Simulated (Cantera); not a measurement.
CH₂F₂ + H₂ (fluorocarbon and chlorocarbon gases)

Input: 1 mol CH₂F₂, 2.4 mol H₂, equilibrated at 1.80 mbar.

Method: chemical equilibrium by Gibbs-energy minimisation in Cantera with the NASA 1993 tables (ideal gas, pure condensed phases). Candidate condensed phases: C, C₆H₆, C₇H₈, C₈H₁₈; 110 gas species. Ions and electrons are included (thermal ionisation). Kinetics and transport are ignored.

```
T (K)    x H      x HF      x H₂       x F      x C      x C₃      x C₂  x C₂H₂ (acetylene)  n C(graphite)
-----  -----  --------  --------  --------  -------  --------  --------  ------------------  -------------
2500   0.321     0.380     0.294  0.000869  9.25e-5  0.000276   2.54e-5             0.00318          0.958
3000   0.636     0.241    0.0292    0.0326   0.0163    0.0336   0.00589            0.000607              0
3500   0.686    0.0445   0.00243     0.169   0.0877   0.00244   0.00514             1.47e-6              0
4000   0.693   0.00407  0.000340     0.201    0.101   1.17e-5  0.000493             1.57e-9              0
4500   0.694  0.000555   7.24e-5     0.204    0.102   1.34e-7   6.42e-5            6.14e-12              0
5000   0.694  0.000111   2.09e-5     0.204    0.102   3.67e-9   1.24e-5              <1e-12              0
```
x: gas mole fraction; n: condensed amount in mol.

At 2500 K the condensed part is C(graphite). From 3000 K to 5000 K nothing is condensed. The main C-bearing gas is C₂H₂ (acetylene) at 2500 K and C at 5000 K.
